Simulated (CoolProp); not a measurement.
The fluid at 298.15 K and 0.223 MPa is compressed adiabatically to 0.586 MPa with isentropic efficiency 0.9. The same conditions are run with several fluids, on thermodynamics alone (safety and materials aside).

Computed with CoolProp (reference Helmholtz-energy equation of state of each fluid (chloromethane (R40): Thol 2014; R407C: Lemmon 2003; ammonia: Gao 2020; nitrous oxide: Lemmon 2006; R115: Lemmon 2016)). Blends and air are pseudo-pure fits.

```json
[
 {"fluid": "chloromethane (R40)", "work (kJ/kg)": "55.5", "final temperature (K)": "[?]", "final density (kg/m³)": "10.2"},
 {"fluid": "R407C", "work (kJ/kg)": "[?]", "final temperature (K)": "338.6", "final density (kg/m³)": "[?]"},
 {"fluid": "ammonia", "work (kJ/kg)": "171", "final temperature (K)": "378.7", "final density (kg/m³)": "3.25"},
 {"fluid": "nitrous oxide", "work (kJ/kg)": "66.2", "final temperature (K)": "372.4", "final density (kg/m³)": "8.46"},
 {"fluid": "R115", "work (kJ/kg)": "[?]", "final temperature (K)": "[?]", "final density (kg/m³)": "36.7"}
]
```

**Question.** What belongs in the gaps?

**Answer.** 
- chloromethane (R40), final temperature (K): 366.9
- R407C, work (kJ/kg): 31.2
- R407C, final density (kg/m³): 19.1
- R115, work (kJ/kg): 16.8
- R115, final temperature (K): 325.0
